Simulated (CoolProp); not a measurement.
Vapour pressure (kPa) of ethylene: the reference equation beside estimates from Tc = 282.4 K, pc = 5042 kPa, ω = 0.087.

The numbers come from the reference Helmholtz-energy equation of state, Smukala 2000 in CoolProp.

```tsv
T (K)	reference	van der Waals	Peng-Robinson
198.8	433.5	1041	433.7
204.2	539.0	1191	538.9
209.7	664.9	1358	664.4
215.1	808.2	1535	807.6
220.6	976.1	1731	975.6
226	1164	1938	1164
231.5	1382	2163	1383
236.9	1622	2400	1624
242.4	1897	2658	1901
247.8	2198	2927	2205
253.2	2532	3212	2542
258.7	2909	3519	2922
264.1	3318	3838	3334
269.6	3777	4180	3796
```

Absolute difference from the reference over all 14 rows, mean and median: van der Waals 60.8 and 52.2 %, Peng-Robinson 0.2 and 0.1 %.
